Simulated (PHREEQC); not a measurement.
Make-up at 25 °C: 0.056 mol Na2SO4, 0.0012 mol HNO3 and 0.00059 mol CdBr2 per kg of water. Closed to the air; pH follows from the charge balance.

All values are PHREEQC results (ion-association model, phreeqc.dat), not measurements.

Each row changes one thing in this solution. No solid was allowed to form.

| case | pH | ionic strength (mol/kgw) | Na+ (mol/kgw) | SO4-2 (mol/kgw) | NaSO4- (mol/kgw) | HSO4- (mol/kgw) |
|---|---|---|---|---|---|---|
| as made | 3.42 | 0.152 | 0.104 | 0.0469 | 0.00788 | 0.000732 |
| diluted 5-fold with water | (withheld) | 0.0326 | 0.0218 | 0.0105 | 0.000590 | (withheld) |
| HNO3 from 0.0012 to 0.00024 mol/kgw | 4.12 | 0.152 | 0.104 | 0.0474 | 0.00796 | 0.000147 |
| Na2SO4 from 0.056 to 0.112 mol/kgw | 3.55 | 0.290 | 0.201 | 0.0877 | 0.0228 | 0.000838 |
| temperature from 25 to 90 °C | 3.94 | 0.149 | 0.103 | 0.0453 | 0.00915 | 0.00106 |
| CdBr2 left out | 3.42 | 0.152 | 0.104 | 0.0473 | 0.00796 | 0.000735 |
| HNO3 from 0.0012 to 0.0018 mol/kgw | (withheld) | 0.152 | 0.104 | 0.0466 | 0.00783 | 0.00110 |

Problem. Some entries are withheld; supply them.

Solution. 
- diluted 5-fold with water, pH: 3.87
- diluted 5-fold with water, HSO4- (mol/kgw): 8.45e-5
- HNO3 from 0.0012 to 0.0018 mol/kgw, pH: 3.25

At this temperature some constants are extrapolated from 25 °C, and those without enthalpy data are left unchanged.
